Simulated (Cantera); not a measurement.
A perfectly stirred reactor is fed with 11.5 % H2, 88.3 % O2, 0.230 % H2O, equivalence ratio 0.065, at 0.0160 bar; it is held at 1250 K, and followed from long to short residence time.

Computed with Cantera and GRI-Mech 3.0 (53 species, 325 reactions). Radical loss at walls, strong at low pressure, is not modelled. The temperature is held fixed by assumption; the heat of reaction is taken as removed at once.

Q: Predict: x(H2) at τ = 1.30 s; x(O2) at τ = 1.30 s; x(H) at τ = 1.30 s; x(H2O) at τ = 1.30 s; x(O) at τ = 1.30 s; x(H2) at τ = 33.0 ms; x(O2) at τ = 33.0 ms; x(H) at τ = 33.0 ms; x(H2O) at τ = 33.0 ms; x(O) at τ = 33.0 ms.

A: 
```
Quantity                 Result
---------------------  --------
x(H2) at τ = 1.30 s    0.000272
x(O2) at τ = 1.30 s       0.873
x(H) at τ = 1.30 s     0.000244
x(H2O) at τ = 1.30 s      0.123
x(O) at τ = 1.30 s      0.00246
x(H2) at τ = 33.0 ms    0.00242
x(O2) at τ = 33.0 ms      0.849
x(H) at τ = 33.0 ms     0.00707
x(H2O) at τ = 33.0 ms     0.113
x(O) at τ = 33.0 ms      0.0225
```
